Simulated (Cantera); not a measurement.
A closed system holds: 1 mol Al, a varied amount of HCl, 12 mol H2, equilibrated at 1075 °C and 25.0 Pa.

Equilibrium computed with Cantera from the NASA thermochemical tables; the gas is ideal and each condensed phase is pure. Candidate condensed phases: Al, AlCl3; 12 gas species. The numbers say what is thermodynamically allowed, not how fast it happens.

Which condensed phases are stable at each of these points (n(HCl) (mol)): 0.89, 1.3, 2, 2.9, 4.3, 6.4, 9.4?


| n(HCl) (mol) | condensed phases | Al condensed (%) |
|---|---|---|
| 0.89 | Al(l) | 6.5 |
| 1.3 | gas only | 0.0 |
| 2 | gas only | 0.0 |
| 2.9 | gas only | 0.0 |
| 4.3 | gas only | 0.0 |
| 6.4 | gas only | 0.0 |
| 9.4 | gas only | 0.0 |

At 0.89 mol HCl the condensed part is Al(l). From 1.3 mol HCl to 9.4 mol HCl nothing is condensed.
